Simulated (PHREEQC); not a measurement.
Consider water at 25 °C with 12 mmol/kgw HBr and 0.97 mmol/kgw FeCl3. Closed to the air; pH follows from the charge balance.

Equilibrium calculation in PHREEQC: ion-association model, phreeqc.dat.

```tsv
quantity	before	after
pH	1.96	1.95
ionic strength (mol/kgw)	0.0172	0.0164
Fe+3 (mol/kgw)	0.000679	0.000279
FeOH+2 (mol/kgw)	0.000244	0.000602
FeCl+2 (mol/kgw)	3.16e-5	3.40e-5
Fe(OH)2+ (mol/kgw)	5.03e-6	3.88e-5
SI of Goethite (FeOOH)	+3.28	+3.95
SI of Hematite (Fe2O3)	+8.56	+10.05
```

Question: Name the change that produced these shifts.
A. FeCl3 from 0.00097 to 0.00485 mol/kgw
B. HBr left out
C. diluted 10-fold with water
D. temperature from 25 to 60 °C
E. 0.00032 mol/kgw Mg(NO3)2 added

Answer: D, temperature from 25 to 60 °C

Precipitation was switched off in this run. Some of these states are supersaturated (in Hematite (slow to form), Goethite (slow to form), for instance). Away from 25 °C the constants follow the database's enthalpies or fits; those with neither stay at their 25 °C values.
